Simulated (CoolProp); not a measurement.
The numbers come from the reference Helmholtz-energy equation of state, Thol 2018 in CoolProp.

Question: For hydrogen chloride, give the phase and the Z, expansivity (1/kK) at 251.4 K and 8.8 MPa; 284.8 K and 8.8 MPa.

Answer: 
- 251.4 K and 8.8 MPa: liquid; Z 0.149, expansivity 2.98
- 284.8 K and 8.8 MPa: liquid; Z 0.149, expansivity 4.53
